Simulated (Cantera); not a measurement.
A Cantera script and what it prints.

```python
import numpy as np
import cantera as ct

gas_names = """
    NO2 O3
""".split()
cond_names = """
    V2O5(s) V2O5(L) VN(s)
""".split()


def load(file, names, dense=False):
    # The tables refer to 1 bar. Condensed volumes are neglected.
    table = {s.name: s for s in ct.Species.list_from_file(file)}
    out = []
    for n in names:
        d = dict(table[n].input_data)
        d["thermo"] = dict(d["thermo"], **{"reference-pressure": 1e5})
        if dense:
            d["equation-of-state"] = {"model": "constant-volume", "density": "1e6 g/cm^3"}
        out.append(ct.Species.from_dict(d))
    return out


species = {s.name: s for s in load("nasa_gas.yaml", gas_names) + load("nasa_condensed.yaml", cond_names)}
# Each term lists the table entries of one substance; the one whose range holds T is used.
reactions = {
    'V2O5 + 2 NO2(g) = 3 O3(g) + 2 VN':
        [(-1, ['V2O5(s)', 'V2O5(L)']), (-2, ['NO2']), (3, ['O3']), (2, ['VN(s)'])],
}


def pick(names, T):
    return next(species[n] for n in names if species[n].thermo.min_temp <= T <= species[n].thermo.max_temp)


results = []
for label, terms in reactions.items():
    print(label)
    print("     T/K   dH/kJ  dS/(J/K)   dG/kJ   log10 K")
    for T in [300, 1848, 1873, 1898, 1923, 1948, 1973, 1998, 2023]:
        used = [(nu, pick(names, T)) for nu, names in terms]
        dH = sum(nu * s.thermo.h(T) for nu, s in used) / 1e6
        dS = sum(nu * s.thermo.s(T) for nu, s in used) / 1e3
        dG = dH - T * dS / 1e3
        logK = -dG * 1e6 / (ct.gas_constant * T * np.log(10))
        results.append((label, T, dH, dS, dG, logK, [s.name for _, s in used]))
        print(f"{T:8g} {dH:8.1f} {dS:8.1f} {dG:8.1f} {logK:8.2f}")
```

Output:

```
V2O5 + 2 NO2(g) = 3 O3(g) + 2 VN
     T/K   dH/kJ  dS/(J/K)   dG/kJ   log10 K
     300   1473.3    180.6   1419.1  -247.09
    1848   1390.5     88.3   1227.4   -34.69
    1873   1390.9     88.5   1225.1   -34.17
    1898   1391.3     88.7   1222.9   -33.66
    1923   1391.8     89.0   1220.7   -33.16
    1948   1392.3     89.2   1218.5   -32.67
    1973   1392.9     89.5   1216.2   -32.20
    1998   1393.5     89.9   1214.0   -31.74
    2023   1394.2     90.2   1211.8   -31.29
```

Source: NASA polynomial tables (part measured, part estimated), evaluated in Cantera. VN: taken at fixed stoichiometry. Condensed species are held in their standard states even where they would react or evaporate.
